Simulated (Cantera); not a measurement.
A closed system holds: 1 mol Cr2O3, 3000 mol H2, equilibrated at 1298 K and 0.133 bar.

Method: chemical equilibrium by Gibbs-energy minimisation in Cantera with the NASA 1993 tables (ideal gas, pure condensed phases). Candidate condensed phases: Cr, Cr2O3, H2O; 13 gas species. Mutual solubility and eutectic melting of coexisting phases are not modelled. Equilibrium is a limit: real reactors are often held back by kinetics, nucleation or transport.

Task: What is the equilibrium state?

Result: 
| Item | Value |
|---|---|
| x(H2) | 1.000 |
| x(H2O) | 0.000264 |
| x(H) | 2.93e-6 |
| n(Cr(s)) | 0.528 mol |
| n(Cr2O3(s)) | 0.736 mol |
| gas amount | 3000 mol |
